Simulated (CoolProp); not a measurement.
Saturation properties of acetone (Tc = 508.1 K, pc = 46.92 bar, ω = 0.307).

Model: reference Helmholtz-energy equation of state, Lemmon 2006, in CoolProp. It is a short technical equation, of lower accuracy than the large ones.

| T (K) | p (bar) | liquid density (kg/m³) | vapour density (kg/m³) | surface tension (mN/m) |
|---|---|---|---|---|
| 316.8 | 0.6498 | 763.5 | 1.492 | 20.4 |
| 325.6 | ? | 753.2 | 2.015 | 19.3 |
| 334.4 | 1.206 | 742.8 | 2.673 | 18.2 |
| 343.2 | 1.598 | ? | 3.491 | 17.2 |
| 352 | 2.084 | 721.2 | 4.496 | ? |
| 360.8 | 2.678 | 710.1 | ? | 15.1 |
| 369.5 | 3.386 | 698.7 | 7.174 | 14.0 |
| 378.3 | 4.241 | 686.9 | 8.935 | 13.0 |
| 387.1 | 5.253 | 674.7 | 11.03 | 12.0 |
| 395.9 | 6.439 | 662.0 | 13.52 | ? |

**Question.** Fill in the missing entries.

**Answer.** 
- 325.6, p (bar): 0.8937
- 343.2, liquid density (kg/m³): 732.1
- 352, surface tension (mN/m): 16.1
- 360.8, vapour density (kg/m³): 5.718
- 395.9, surface tension (mN/m): 11.0

It boils at 329.2 K under 1 atm.

Surface tension comes from a separate correlation (Mulero 2012).
